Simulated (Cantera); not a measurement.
Input: 1 mol Si2H6, 0.067 mol O2, at 17.0 mbar.

Equilibrium computed with Cantera from the NASA thermochemical tables; the gas is ideal and each condensed phase is pure. Candidate condensed phases: H2O, Si, SiO2; 18 gas species. The feed counts by its element totals alone. Mutual solubility and eutectic melting of coexisting phases are not modelled. The tables hold silica as quartz up to 1696 K and as liquid above; real silica turns to tridymite and cristobalite and melts near 1996 K. Gases not in the tables: Si2H6 and higher silanes. Rates play no part.

x: gas mole fraction; n: condensed amount in mol.

| T (K) | x H2 | x SiO | x H | x Si | x SiH | x SiH2 | n Si(s) | n SiO2(β-quartz) | n Si(l) |
|---|---|---|---|---|---|---|---|---|---|
| 1350 | 0.999 | 0.00145 | 1.83e-5 | 1.17e-8 | 9.75e-9 | 1.75e-7 | 1.93 | 0.0648 | 0 |
| 1400 | 0.996 | 0.00431 | 3.72e-5 | 4.84e-8 | 3.14e-8 | 3.75e-7 | 1.93 | 0.0605 | 0 |
| 1450 | 0.988 | 0.0119 | 7.21e-5 | 1.81e-7 | 9.32e-8 | 7.60e-7 | 1.91 | 0.0490 | 0 |
| 1500 | 0.969 | ? | ? | ? | ? | ? | 1.89 | ? | 0 |
| 1550 | 0.957 | 0.0427 | ? | ? | ? | ? | 1.87 | 0 | 0 |
| 1600 | 0.957 | 0.0427 | 0.000408 | 5.74e-6 | 1.59e-6 | 4.79e-6 | 1.87 | 0 | 0 |
| 1650 | 0.957 | 0.0427 | 0.000681 | 1.58e-5 | 3.67e-6 | 8.28e-6 | 1.87 | 0 | 0 |
| 1700 | 0.956 | 0.0427 | 0.00111 | 3.99e-5 | 7.87e-6 | 1.36e-5 | 0 | 0 | 1.87 |
| 1750 | 0.955 | 0.0427 | 0.00174 | 8.83e-5 | 1.49e-5 | 1.99e-5 | 0 | 0 | 1.87 |
| 1800 | 0.954 | 0.0427 | 0.00268 | 0.000187 | 2.71e-5 | 2.86e-5 | 0 | 0 | 1.87 |
| 1850 | 0.953 | 0.0427 | 0.00403 | 0.000379 | 4.79e-5 | 4.02e-5 | 0 | 0 | 1.86 |
| 1900 | 0.951 | 0.0426 | 0.00593 | 0.000742 | 8.18e-5 | 5.54e-5 | 0 | 0 | 1.86 |
| 1950 | 0.947 | 0.0425 | 0.00856 | 0.00140 | 0.000136 | 7.51e-5 | 0 | 0 | 1.86 |
| 2000 | 0.943 | 0.0424 | 0.0121 | 0.00256 | 0.000220 | 0.000100 | 0 | 0 | 1.86 |

Question: What belongs in the gaps?

Answer: 
- 1550, x H: 0.000236
- 1550, x Si: 1.95e-6
- 1550, x SiH: 6.55e-7
- 1550, x SiH2: 2.67e-6
- 1500, x SiO: 0.0305
- 1500, x H: 0.000133
- 1500, x Si: 6.19e-7
- 1500, x SiH: 2.55e-7
- 1500, x SiH2: 1.45e-6
- 1500, n SiO2(β-quartz): 0.0198
